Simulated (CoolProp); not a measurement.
Vapour-liquid equilibrium of m-xylene (1) + n-nonane (2) at 2.61 bar; x and y are mole fractions of (1).

Model: multi-fluid Helmholtz-energy mixture model, Zhou 2012 and Lemmon 2006; pair parameters Bell 2016, in CoolProp.

Q: Give the bubble temperature and the first vapour's composition at x = 0.425, 0.65, 0.725. Is there an azeotrope?

A: x = 0.425: 454.9 K, y = 0.495; x = 0.65: 452.6 K, y = 0.688; x = 0.725: 452.1 K, y = 0.751. No azeotrope shows between x = 0.05 and 0.95.

The pair parameters rest on a limited set of measurements; away from them the model extrapolates.
